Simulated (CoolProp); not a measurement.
Computed with CoolProp (reference Helmholtz-energy equation of state, Setzmann 1991).

Problem. For methane, give the phase and the cp (kJ/(kg K)), speed of sound (m/s), Prandtl number at 281.2 K and 1.01 bar.

Solution. 
- 281.2 K and 1.01 bar: gas; cp 2.20, speed of sound 437, Prandtl number 0.735

Viscosity comes from a separate model (Quiñones-Cisneros 2006). Thermal conductivity comes from a separate model (Friend 1989).
